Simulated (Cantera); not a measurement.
An adiabatic, constant-pressure homogeneous reactor starts with H2 : O2 : N2 : NO = 1 : 0.333 : 3.67 : 0.0067 (molar parts), at 1725 K and 9.70 bar. Integrator tolerance rtol = 1e-08.

Detailed kinetics in Cantera: GRI-Mech 3.0 (53 species, 325 reactions). The hydrogen kinetics of GRI-Mech 3.0 are dated; newer H2 mechanisms differ, most at raised pressure.

Q: What does this change do: pressure from 9.70 bar to 5.00 bar?

A: 
| quantity | before | after |
|---|---|---|
| time of steepest temperature rise | 1.51 µs | 2.88 µs |
| temperature at 7.00 s | 2626 K | 2613 K |
| equilibrium temperature | 2626 K | 2613 K |
| x(H2) at 7.00 s | 0.0695 (gas-phase equilibrium 0.0695) | 0.0693 (gas-phase equilibrium 0.0693) |
| x(O2) at 7.00 s | 4.88e-5 (gas-phase equilibrium 4.88e-5) | 8.39e-5 (gas-phase equilibrium 8.39e-5) |
| x(NO) at 7.00 s | 0.000433 (gas-phase equilibrium 0.000433) | 0.000556 (gas-phase equilibrium 0.000556) |
| x(N2) at 7.00 s | 0.783 (gas-phase equilibrium 0.783) | 0.783 (gas-phase equilibrium 0.783) |
| x(H) at 7.00 s | 0.00364 (gas-phase equilibrium 0.00364) | 0.00481 (gas-phase equilibrium 0.00481) |
| x(N2O) at 7.00 s | 7.49e-8 (gas-phase equilibrium 7.49e-8) | 6.90e-8 (gas-phase equilibrium 6.90e-8) |

Q: What does this change do: initial temperature 1725 to 1625 K?

A: 
```csv
quantity,before,after
time of steepest temperature rise,1.51 µs,1.99 µs
temperature at 7.00 s,2626 K,2544 K
equilibrium temperature,2626 K,2544 K
x(H2) at 7.00 s,0.0695 (gas-phase equilibrium 0.0695),0.0695 (gas-phase equilibrium 0.0695)
x(O2) at 7.00 s,4.88e-5 (gas-phase equilibrium 4.88e-5),2.34e-5 (gas-phase equilibrium 2.34e-5)
x(NO) at 7.00 s,0.000433 (gas-phase equilibrium 0.000433),0.000262 (gas-phase equilibrium 0.000262)
x(N2) at 7.00 s,0.783 (gas-phase equilibrium 0.783),0.784 (gas-phase equilibrium 0.784)
x(H) at 7.00 s,0.00364 (gas-phase equilibrium 0.00364),0.00259 (gas-phase equilibrium 0.00259)
x(N2O) at 7.00 s,7.49e-8 (gas-phase equilibrium 7.49e-8),4.53e-8 (gas-phase equilibrium 4.53e-8)
```
